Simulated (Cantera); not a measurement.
A perfectly stirred reactor is fed with CH₄ : H₂ : H = 0.042 : 1 : 0.1 (molar parts), at 195 Torr; it is held at 2323 K, and followed from long to short residence time.

Computed with Cantera and GRI-Mech 3.0 (53 species, 325 reactions). GRI-Mech 3.0 stops at C3 and has no aromatics, soot or wall deposition, so with more carbon than oxygen in the feed, carbon stays in small species such as C2H2 where larger ones or solid carbon would form.

Task: What does this change do: H 0.1 to 0.31 parts?

Result: 
```json
[
 {"quantity": "x(CH₄) at τ = 0.960 s", "before": "0.000211", "after": "0.000197"},
 {"quantity": "x(H₂) at τ = 0.960 s", "before": "0.960", "after": "0.962"},
 {"quantity": "x(H) at τ = 0.960 s", "before": "0.0211", "after": "0.0216"},
 {"quantity": "x(C₂H₂) at τ = 0.960 s", "before": "0.0182", "after": "0.0166"},
 {"quantity": "x(CH₃) at τ = 0.960 s", "before": "8.62e-5", "after": "8.18e-5"},
 {"quantity": "x(CH₄) at τ = 7.80 ms", "before": "0.00187", "after": "0.000751"},
 {"quantity": "x(H₂) at τ = 7.80 ms", "before": "0.958", "after": "0.943"},
 {"quantity": "x(H) at τ = 7.80 ms", "before": "0.0228", "after": "0.0392"},
 {"quantity": "x(C₂H₂) at τ = 7.80 ms", "before": "0.0170", "after": "0.0159"},
 {"quantity": "x(CH₃) at τ = 7.80 ms", "before": "0.000823", "after": "0.000571"}
]
```

Task: What does this change do: H2 1 to 8.5 parts?

Result: 
| quantity | before | after |
|---|---|---|
| x(CH₄) at τ = 0.960 s | 0.000211 | 7.75e-5 |
| x(H₂) at τ = 0.960 s | 0.960 | 0.976 |
| x(H) at τ = 0.960 s | 0.0211 | 0.0212 |
| x(C₂H₂) at τ = 0.960 s | 0.0182 | 0.00235 |
| x(CH₃) at τ = 0.960 s | 8.62e-5 | 3.12e-5 |
| x(CH₄) at τ = 7.80 ms | 0.00187 | 0.000807 |
| x(H₂) at τ = 7.80 ms | 0.958 | 0.978 |
| x(H) at τ = 7.80 ms | 0.0228 | 0.0190 |
| x(C₂H₂) at τ = 7.80 ms | 0.0170 | 0.00185 |
| x(CH₃) at τ = 7.80 ms | 0.000823 | 0.000291 |

Task: What does this change do: 0.045 parts H2O added?

Result: 
```csv
quantity,before,after
x(CH₄) at τ = 0.960 s,0.000211,0.000187
x(H₂) at τ = 0.960 s,0.960,0.942
x(H) at τ = 0.960 s,0.0211,0.0208
x(C₂H₂) at τ = 0.960 s,0.0182,0.000600
x(CH₃) at τ = 0.960 s,8.62e-5,7.71e-5
x(CH₄) at τ = 7.80 ms,0.00187,0.00199
x(H₂) at τ = 7.80 ms,0.958,0.931
x(H) at τ = 7.80 ms,0.0228,0.0213
x(C₂H₂) at τ = 7.80 ms,0.0170,0.00754
x(CH₃) at τ = 7.80 ms,0.000823,0.000841
```
